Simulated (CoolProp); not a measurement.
Computed with CoolProp (reference Helmholtz-energy equation of state, Gao 2020).

Q: Give the vapour pressure (MPa), liquid density (kg/m³), vapour Z, liquid viscosity (µPa s) of saturated ammonia at 294.6, 327.5, 335.7 K.

A: 
| T (K) | p (MPa) | liquid density (kg/m³) | vapour Z | liquid viscosity (µPa s) |
|---|---|---|---|---|
| 294.6 | 0.897 | 608 | 0.891 | 137 |
| 327.5 | 2.27 | 555 | 0.803 | 99.7 |
| 335.7 | 2.78 | 541 | 0.776 | 92.3 |

Viscosity comes from a separate model (Fenghour 1995).
